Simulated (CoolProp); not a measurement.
Vapour-liquid equilibrium of CHF3 (R23) (1) + R152A (2) at -9.55 °C; x and y are mole fractions of (1).

Model: multi-fluid Helmholtz-energy mixture model, Penoncello 2003 and Outcalt 1996; pair parameters Bell 2016, in CoolProp.

**Question.** Give the bubble pressure and the first vapour's composition at x = 0.05, 0.2, 0.95. Is there an azeotrope?

**Answer.** x = 0.05: 0.2504 MPa, y = 0.283; x = 0.2: 0.4612 MPa, y = 0.650; x = 0.95: 1.796 MPa, y = 0.991. No azeotrope shows between x = 0.05 and 0.95.

The pair parameters rest on a limited set of measurements; away from them the model extrapolates.
